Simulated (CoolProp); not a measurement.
Methanol at several states: density (kg/m³) from the reference equation and from simpler models built on Tc = 513.4 K, pc = 8216 kPa, ω = 0.565; each cubic takes its own stable root.

The numbers come from the reference Helmholtz-energy equation of state, de Reuck 1993 in CoolProp.

| T (K) | p (kPa) | phase | reference | van der Waals | Redlich-Kwong | Soave-Redlich-Kwong | Peng-Robinson |
|---|---|---|---|---|---|---|---|
| 584.1 | 150 | gas | 0.9932 | 0.9936 | 0.9939 | 0.9933 | 0.9939 |
| 298.7 | 46500 | liquid | 823.1 | 415.4 | 594.5 | 620.1 | 695.1 |
| 217.3 | 18.7 | liquid | 863.2 | 0.3332 | 627.0 | 651.8 | 730.1 |

At some of these states van der Waals gives the other phase, because its saturation line lies elsewhere.
